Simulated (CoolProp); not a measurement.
Vapour-liquid equilibrium of R134a (1) + dimethyl ether (2) at 4.55 °C; x and y are mole fractions of (1).

The numbers come from the multi-fluid Helmholtz-energy mixture model, Tillner-Roth 1994 and Wu 2011; pair parameters Bell 2016 in CoolProp.

```tsv
x	bubble pressure, mixture model (bar)	bubble pressure, Raoult's law (bar)	y, mixture model	y, Raoult's law
0.05	3.086	3.135	0.042	0.055
0.2	3.019	3.183	0.188	0.216
0.35	3.007	3.232	0.356	0.373
0.5	3.049	3.280	0.529	0.525
0.65	3.135	3.329	0.692	0.672
0.8	3.254	3.377	0.836	0.815
0.95	3.393	3.426	0.962	0.954
```

The largest gap from Raoult's law is -7.0 % in bubble pressure, at x = 0.5. y crosses x between x = 0.2 and 0.35: the model has an azeotrope there.

The pair parameters rest on a limited set of measurements; away from them the model extrapolates.
